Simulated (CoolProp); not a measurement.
n-octane along the isotherm 346.85 °C: fugacity coefficient from the reference equation and from simpler models built on Tc = 295.6 °C, pc = 2.484 MPa, ω = 0.398; each cubic takes its own stable root.

Values from CoolProp's reference Helmholtz-energy equation of state, Beckmüller 2019.

```
p (MPa)          phase  reference
-------  -------------  ---------
0.776              gas     0.9186
1.55               gas     0.8412
2.33               gas     0.7668
3.1      supercritical     0.6963
3.88     supercritical     0.6277
4.66     supercritical     0.5650
5.43     supercritical     0.5144
6.21     supercritical     0.4743
```

Problem. How far does each simpler model (van der Waals, Redlich-Kwong, Soave-Redlich-Kwong, Peng-Robinson) lie from the reference over these 8 states: mean and median of the absolute difference, and the worst?

Solution. 
- van der Waals: mean 0.9 %, median 1.1 %, worst +1.5 % at 346.85 °C and 6.21 MPa
- Redlich-Kwong: mean 1.0 %, median 0.9 %, worst -2.0 % at 346.85 °C and 4.66 MPa
- Soave-Redlich-Kwong: mean 3.5 %, median 3.0 %, worst +7.4 % at 346.85 °C and 6.21 MPa
- Peng-Robinson: mean 0.9 %, median 0.9 %, worst -1.4 % at 346.85 °C and 3.1 MPa
